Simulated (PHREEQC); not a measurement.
Consider water at 25 °C with 0.75 mol HF, 0.00053 mol KF and 0.0018 mol (NH4)2SiF6 per kg of water. Closed to the air; pH follows from the charge balance.

Equilibrium calculation in PHREEQC: ion-association model, phreeqc.dat.

| Item | Value |
|---|---|
| pH | 1.39 |
| ionic strength | 0.0540 mol/kgw |
| activity of water | 0.987 |
| density | 1.003 g/cm³ |
| total alkalinity | -757 meq/kg |

```json
[
 {"species": "HF", "molality": "0.667", "activity": "0.675", "log γ": "0.005"},
 {"species": "H+", "molality": "0.0481", "activity": "0.0409", "log γ": "-0.070"},
 {"species": "HF2-", "molality": "0.0349", "activity": "0.0285", "log γ": "-0.088"},
 {"species": "F-", "molality": "0.0137", "activity": "0.0110", "log γ": "-0.094"},
 {"species": "NH4+", "molality": "0.00360", "activity": "0.00286", "log γ": "-0.100"},
 {"species": "SiF6-2", "molality": "0.00180", "activity": "0.000817", "log γ": "-0.343"},
 {"species": "K+", "molality": "0.000530", "activity": "0.000428", "log γ": "-0.093"}
]
```

No solid was allowed to form. SiF6-2 is the database's only silicon fluoride.
